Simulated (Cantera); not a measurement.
An isothermal, constant-pressure homogeneous reactor starts with H2 : O2 : N2 = 0.67 : 1 : 6.9 (molar parts), equivalence ratio 0.34, at 1050 K and 0.563 atm.

Model: GRI-Mech 3.0 (53 species, 325 reactions), integrated in Cantera. The temperature is held fixed by assumption; the heat of reaction is taken as removed at once.

x: mole fraction; the columns are a selection and need not sum to one.

| t (s) | x H2 | x O2 | x HO2 | x H2O2 | x NO | x O |
|---|---|---|---|---|---|---|
| 3.00e-6 | 0.0782 | 0.117 | 4.31e-11 | <1e-12 | <1e-12 | 2.80e-12 |
| 1.00e-5 | 0.0782 | 0.117 | 1.56e-10 | <1e-12 | <1e-12 | 2.38e-11 |
| 3.36e-5 | 0.0782 | 0.117 | 7.16e-10 | <1e-12 | <1e-12 | 2.18e-10 |
| 0.000113 | 0.0782 | 0.117 | 2.59e-8 | 3.35e-11 | <1e-12 | 1.49e-8 |
| 0.000377 | 0.0414 | 0.0998 | 4.17e-5 | 3.03e-6 | 1.63e-7 | 0.00248 |
| 0.00126 | 0.00126 | 0.0813 | 2.01e-5 | 2.78e-6 | 6.76e-7 | 7.45e-5 |
| 0.00423 | 0.000341 | 0.0809 | 8.46e-6 | 1.46e-6 | 6.34e-7 | 1.11e-5 |
| 0.0142 | 7.39e-5 | 0.0808 | 2.50e-6 | 3.20e-7 | 5.70e-7 | 1.72e-6 |
| 0.0475 | 7.19e-6 | 0.0808 | 3.00e-7 | 3.82e-8 | 5.54e-7 | 1.88e-7 |
| 0.159 | … | 0.0808 | … | … | 6.22e-7 | … |
| 0.532 | 2.97e-9 | 0.0808 | 2.39e-9 | 2.06e-9 | 6.71e-7 | 6.10e-9 |
| 1.78 | 6.09e-10 | 0.0808 | 8.49e-10 | 6.05e-10 | 6.83e-7 | … |
| 5.97 | 2.14e-10 | 0.0808 | 6.40e-10 | 2.02e-10 | 6.82e-7 | 5.74e-10 |
| 20.0 | 1.42e-10 | 0.0808 | 7.32e-10 | 1.02e-10 | 6.78e-7 | 2.88e-10 |

Task: Fill in the missing entries.

Result: 
- 0.159, x H2: 1.98e-7
- 0.159, x HO2: 1.63e-8
- 0.159, x H2O2: 8.20e-9
- 0.159, x O: 2.64e-8
- 1.78, x O: 1.75e-9
